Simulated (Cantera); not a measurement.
Equilibrium for hydrogen reduction and annealing atmospheres: CuO + H2 + H2O

Input: 1 mol CuO, 1.2 mol H2, 0.1 mol H2O, equilibrated at 1330 Pa.

Equilibrium computed with Cantera from the NASA thermochemical tables; the gas is ideal and each condensed phase is pure. Candidate condensed phases: Cu, CuO, Cu(OH)2, Cu2O, H2O; 12 gas species. Kinetics and transport are ignored.

From 773 K to 1273 K the condensed part is Cu(s). At 1373 K the condensed part is Cu(l).

| T (K) | log p H2O | log p H2 | log p Cu | log p H | log p OH | log p Cu2 | n Cu(s) | n Cu(l) |
|---|---|---|---|---|---|---|---|---|
| 773 | -1.95 | -2.69 | <-13 | -13.39 | <-13 | <-13 | 1.00 | 0 |
| 873 | -1.95 | -2.69 | -13.34 | -11.67 | <-13 | <-13 | 1.00 | 0 |
| 973 | -1.95 | -2.69 | -11.29 | -10.31 | -12.32 | <-13 | 1.00 | 0 |
| 1073 | -1.95 | -2.69 | -9.62 | -9.20 | -10.88 | <-13 | 1.00 | 0 |
| 1173 | -1.95 | -2.69 | -8.24 | -8.27 | -9.69 | -12.93 | 1.000 | 0 |
| 1273 | -1.95 | -2.69 | -7.08 | -7.49 | -8.69 | -11.29 | 1.000 | 0 |
| 1373 | -1.95 | -2.69 | -6.10 | -6.82 | -7.83 | -9.90 | 0 | 1.000 |
log p: log10 of the partial pressure in bar; n: condensed amount in mol.
